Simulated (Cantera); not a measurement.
Charge: 1 mol SiC, 0.023 mol Si, 3.8 mol N₂, at 1948.15 K and 5.80 bar.

Equilibrium computed with Cantera from the NASA thermochemical tables; the gas is ideal and each condensed phase is pure. Candidate condensed phases: C, Si, SiC, Si₃N₄; 20 gas species. Mutual solubility and eutectic melting of coexisting phases are not modelled. Kinetics and transport are ignored.

Base state: N₂ 1.000 (mole fractions); condensed: SiC(s) + Si₃N₄(s).

**Question.** What changes in the equilibrium state with this change: SiC replaced by Si₃N₄?

**Answer.** 
| species | before | after |
|---|---|---|
| N₂ | 1.000 | 1.00 |
| SiC(s), mol | 1.000 | 0 |
| Si₃N₄(s), mol | 0.00767 | 1.01 |

**Question.** What changes in the equilibrium state with this change: pressure from 5.80 bar to 5.70 Pa?

**Answer.** 
```json
[
 {"species": "N₂", "before": "1.000", "after": "0.981"},
 {"species": "Si", "before": "2.34e-7", "after": "0.0184"},
 {"species": "SiC₂", "before": "4.50e-9", "after": "0.000594"},
 {"species": "Si₂C", "before": "5.12e-9", "after": "0.000402"},
 {"species": "CN", "before": "9.03e-8", "after": "3.70e-5"},
 {"species": "SiN", "before": "1.67e-7", "after": "4.06e-5"},
 {"species": "SiC(s), mol", "before": "1.000", "after": "0.946"},
 {"species": "Si₃N₄(s), mol", "before": "0.00767", "after": "0"},
 {"species": "C(graphite), mol", "before": "0", "after": "0.0476"}
]
```
The tables' values for SiN are old estimates; treat these amounts as uncertain.
